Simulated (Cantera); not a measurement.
An adiabatic, constant-pressure homogeneous reactor starts with CH4 : CO : O2 : N2 : CO2 = 1 : 0.18 : 1.9 : 7.14 : 0.56 (molar parts), equivalence ratio 1.1, at 1025 K and 0.990 bar. Integrator tolerance rtol = 1e-08.

Detailed kinetics in Cantera: GRI-Mech 3.0 (53 species, 325 reactions).

Question: What does this change do: initial temperature 1025 to 1098 K?

Answer: 
```json
[
 {"quantity": "temperature at 0.300 s", "before": "1026 K", "after": "1283 K"},
 {"quantity": "equilibrium temperature", "before": "2487 K", "after": "2518 K"},
 {"quantity": "x(CH4) at 0.300 s", "before": "0.0926 (gas-phase equilibrium <1e-12)", "after": "0.0667 (gas-phase equilibrium <1e-12)"},
 {"quantity": "x(CO) at 0.300 s", "before": "0.0167 (gas-phase equilibrium 0.0456)", "after": "0.0283 (gas-phase equilibrium 0.0484)"},
 {"quantity": "x(O2) at 0.300 s", "before": "0.176 (gas-phase equilibrium 0.00729)", "after": "0.151 (gas-phase equilibrium 0.00849)"},
 {"quantity": "x(H2O) at 0.300 s", "before": "0.000115 (gas-phase equilibrium 0.165)", "after": "0.0278 (gas-phase equilibrium 0.163)"},
 {"quantity": "x(C2H4) at 0.300 s", "before": "5.47e-7 (gas-phase equilibrium <1e-12)", "after": "0.00194 (gas-phase equilibrium <1e-12)"},
 {"quantity": "x(OH) at 0.300 s", "before": "4.20e-10 (gas-phase equilibrium 0.00774)", "after": "5.82e-6 (gas-phase equilibrium 0.00881)"}
]
```
